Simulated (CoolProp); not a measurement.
The numbers come from the reference Helmholtz-energy equation of state, Fiedler 2023 in CoolProp.

Question: Give the vapour pressure (kPa), liquid density (kg/m³), vapour density (kg/m³), enthalpy of vaporisation (kJ/kg) of saturated tetrahydrofuran at 436.4 K.

Answer: 
```tsv
T (K)	p (kPa)	liquid density (kg/m³)	vapour density (kg/m³)	enthalpy of vaporisation (kJ/kg)
436.4	1090	709	25.7	328
```
